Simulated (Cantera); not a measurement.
Input: 1 mol Pb, 4.2 mol H2, 0.21 mol N2, equilibrated at 0.0860 bar.

Cantera equilibrium calculation (NASA polynomials, part measured and part estimated; ideal gas, pure solids and liquids). Candidate condensed phases: Pb; 11 gas species. Kinetics and transport are ignored.

log p: log10 of the partial pressure in bar; n: condensed amount in mol.

```tsv
T (°C)	log p H2	log p Pb	log p N2	log p NH3	n Pb(s)	n Pb(l)
252	-1.09	<-13	-2.40	?	1.00	0
352	-1.09	-10.63	-2.39	?	0	1.00
452	-1.09	-8.47	-2.39	?	0	1.00
552	-1.09	-6.84	-2.39	?	0	1.000
652	-1.09	-5.57	-2.39	?	0	1.000
752	-1.09	-4.56	-2.39	?	0	0.999
852	-1.09	-3.72	-2.39	?	0	0.990
952	-1.09	-3.03	-2.39	?	0	0.952
1052	-1.11	-2.44	-2.41	?	0	0.807
1152	-1.15	-1.94	-2.45	?	0	0.322
1252	-1.18	-1.80	-2.48	?	0	0
```

Question: Some entries are withheld; supply them.

Answer: 
- 252, log p NH3: -3.58
- 352, log p NH3: -4.39
- 452, log p NH3: -4.99
- 552, log p NH3: -5.45
- 652, log p NH3: -5.83
- 752, log p NH3: -6.13
- 852, log p NH3: -6.38
- 952, log p NH3: -6.60
- 1052, log p NH3: -6.81
- 1152, log p NH3: -7.05
- 1252, log p NH3: -7.24
